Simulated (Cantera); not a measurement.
What does this Cantera script print?

```python
import numpy as np
import cantera as ct

gas_names = """
    H2O2 H
""".split()
cond_names = """
    V(cr) V(L) V2O3(s) V2O3(L)
""".split()


def load(file, names, dense=False):
    # The tables refer to 1 bar. Condensed volumes are neglected.
    table = {s.name: s for s in ct.Species.list_from_file(file)}
    out = []
    for n in names:
        d = dict(table[n].input_data)
        d["thermo"] = dict(d["thermo"], **{"reference-pressure": 1e5})
        if dense:
            d["equation-of-state"] = {"model": "constant-volume", "density": "1e6 g/cm^3"}
        out.append(ct.Species.from_dict(d))
    return out


species = {s.name: s for s in load("nasa_gas.yaml", gas_names) + load("nasa_condensed.yaml", cond_names)}
# Each term lists the table entries of one substance; the one whose range holds T is used.
reactions = {
    '3 H2O2(g) + 4 V = 6 H(g) + 2 V2O3':
        [(-3, ['H2O2']), (-4, ['V(cr)', 'V(L)']), (6, ['H']), (2, ['V2O3(s)', 'V2O3(L)'])],
}


def pick(names, T):
    return next(species[n] for n in names if species[n].thermo.min_temp <= T <= species[n].thermo.max_temp)


results = []
for label, terms in reactions.items():
    print(label)
    print("     T/K   dH/kJ  dS/(J/K)   dG/kJ   log10 K")
    for T in [300, 1000, 1050, 1100, 1150, 1200, 1250, 1300, 1350]:
        used = [(nu, pick(names, T)) for nu, names in terms]
        dH = sum(nu * s.thermo.h(T) for nu, s in used) / 1e6
        dS = sum(nu * s.thermo.s(T) for nu, s in used) / 1e3
        dG = dH - T * dS / 1e3
        logK = -dG * 1e6 / (ct.gas_constant * T * np.log(10))
        results.append((label, T, dH, dS, dG, logK, [s.name for _, s in used]))
        print(f"{T:8g} {dH:8.1f} {dS:8.1f} {dG:8.1f} {logK:8.2f}")
```

It prints:

```
3 H2O2(g) + 4 V = 6 H(g) + 2 V2O3
     T/K   dH/kJ  dS/(J/K)   dG/kJ   log10 K
     300   -720.5     66.0   -740.3   128.89
    1000   -646.4    196.0   -842.4    44.00
    1050   -641.8    200.5   -852.3    42.40
    1100   -637.2    204.7   -862.4    40.95
    1150   -632.7    208.7   -872.7    39.64
    1200   -628.3    212.5   -883.3    38.45
    1250   -623.9    216.1   -894.0    37.36
    1300   -619.6    219.5   -904.9    36.36
    1350   -615.3    222.7   -915.9    35.44
```

Cantera with NASA thermochemical tables; ideal gases at 1 bar, condensed phases pure. Condensed species are held in their standard states even where they would react or evaporate.
